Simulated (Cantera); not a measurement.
# Ignition delay

Mixture: 14.5 % CH4, 13.8 % O2, 71.7 % N2, equivalence ratio 2.1, at 9.87 atm, adiabatic and at constant pressure. Ignition delay is the time to a rise of 400 K.

Detailed kinetics in Cantera: GRI-Mech 3.0 (53 species, 325 reactions).

```
T0 (K)  delay (ms)
------  ----------
1000           149
1100          34.2
1200          9.50
1300          2.96
1400          1.01
1500         0.363
1600         0.138
1700        0.0565
1800        0.0252
1900        0.0125
```

```
Item                                                     Value
--------------------------------------------------  ----------
apparent activation energy between 1700 and 1900 K  200 kJ/mol
```
